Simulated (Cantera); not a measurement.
Ignition delay

Mixture: 5.15 % CH4, 0.515 % C2H6, 18.6 % O2, 70.0 % N2, 5.66 % H2O, equivalence ratio 0.65, at 1.60 bar, adiabatic and at constant volume. Ignition delay is the time to a rise of 400 K.

Model: GRI-Mech 3.0 (53 species, 325 reactions), integrated in Cantera.

| T0 (K) | delay (ms) |
|---|---|
| 1200 | 3.51 |
| 1250 | 1.99 |
| 1300 | 1.17 |
| 1350 | 0.710 |
| 1400 | 0.437 |
| 1450 | 0.274 |
| 1500 | 0.176 |
| 1550 | 0.115 |
| 1600 | 0.0779 |

| Property | Value |
|---|---|
| apparent activation energy between 1500 and 1600 K | 160 kJ/mol |
